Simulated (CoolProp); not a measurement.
The fluid at 298.15 K and 0.738 MPa (stagnation) flows isentropically through a choked orifice. The same conditions are run with several fluids, on thermodynamics alone (safety and materials aside).

Values from CoolProp's reference Helmholtz-energy equation of state of each fluid (CH2F2 (R32): Tillner-Roth 1997; R404A: Lemmon 2003; normal hydrogen: Leachman 2009; methane: Setzmann 1991; carbon dioxide: Span 1996). Blends and air are pseudo-pure fits.

```
fluid            throat to inlet pressure ratio  mass flux (kg/(m² s))  throat temperature (K)
---------------  ------------------------------  ---------------------  ----------------------
CH2F2 (R32)                                   ?                   2320                   264.6
R404A                                     0.594                      ?                   280.2
normal hydrogen                           0.525                      ?                       ?
methane                                   0.542                      ?                       ?
carbon dioxide                            0.545                   2110                       ?
```

**Question.** Complete the blanks.

**Answer.** 
- CH2F2 (R32), throat to inlet pressure ratio: 0.558
- R404A, mass flux (kg/(m² s)): 3060
- normal hydrogen, mass flux (kg/(m² s)): 457
- normal hydrogen, throat temperature (K): 247.1
- methane, mass flux (kg/(m² s)): 1270
- methane, throat temperature (K): 257.4
- carbon dioxide, throat temperature (K): 258.6
